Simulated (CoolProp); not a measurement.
Properties of R125 along the isobar 0.485 MPa.

Values from CoolProp's reference Helmholtz-energy equation of state, Lemmon 2005.

```
T (K)   phase        Z  cp (kJ/(kg K))  viscosity (µPa s)  Prandtl number
-----  ------  -------  --------------  -----------------  --------------
227.3  liquid  0.02044           1.118                399            4.93
245.5  liquid  0.01983           1.161                303            4.29
281.8     gas   0.9041          0.8323               12.3           0.788
300       gas   0.9248          0.8429               13.1           0.772
318.2     gas   0.9398          0.8587               13.9           0.760
336.4     gas   0.9510          0.8773               14.7           0.752
354.6     gas   0.9597          0.8975               15.4           0.746
372.7     gas   0.9664          0.9183               16.1           0.740
390.9     gas   0.9718          0.9394               16.8           0.736
409.1     gas   0.9762          0.9603               17.5           0.731
427.3     gas   0.9798          0.9808               18.2           0.727
445.5     gas   0.9828           1.001               18.9           0.722
463.6     gas   0.9853           1.020               19.5           0.717
481.8     gas   0.9874           1.038               20.2           0.712
500       gas   0.9892           1.056               20.8           0.707
```

Viscosity comes from a separate model (Huber 2006). Thermal conductivity comes from a separate model (Perkins 2006).
